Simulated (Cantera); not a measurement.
A freely propagating, adiabatic, planar premixed flame of CH4 : O2 : N2 = 1 : 2.41 : 9.06 (molar parts), equivalence ratio 0.83, unburnt at 650 K and 53000 Pa; mixture-averaged transport, grid criteria slope 0.08 and curve 0.16, no radiation.

Model: GRI-Mech 3.0 (53 species, 325 reactions), integrated in Cantera. Burning velocities carry a grid error of a few per cent, more on coarse grids.

Problem. Predict: laminar burning velocity; thermal thickness; peak x(CH3); peak x(OH); peak x(C2H6); peak x(C2H).

Solution. 
```
Quantity                    Result
------------------------  --------
laminar burning velocity  160 cm/s
thermal thickness         0.580 mm
peak x(CH3)                0.00237
peak x(OH)                  0.0107
peak x(C2H6)              0.000814
peak x(C2H)                1.06e-7
```
